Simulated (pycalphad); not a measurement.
Source of the numbers: pycalphad with the COST 507 light-alloy database (1999); pressure 1 atm. No gas phase is included, though pure Mn would boil below 2350 K. The database dates from 1999; later assessments differ in places, in temperatures and in the compounds included.

Task: How does the equilibrium phase assembly of Al-2.194Mn-23.76Si (wt.%) change on cooling from 2350 K to 550 K?

Result: 
```tsv
T (K)	phases above	phases below
1006.8	liquid	diamond (Si) + liquid
925.0	diamond (Si) + liquid	ALMNSI_ALPHA + diamond (Si) + liquid
849.6	ALMNSI_ALPHA + diamond (Si) + liquid	ALMNSI_ALPHA + diamond (Si) + fcc
```
Changes were sought between steps of 100 K, so a narrower field can be missed.

Database names, with the compositions (at.%) that they take in these runs: ALMNSI_ALPHA: Al 70 Mn 17 Si 12.
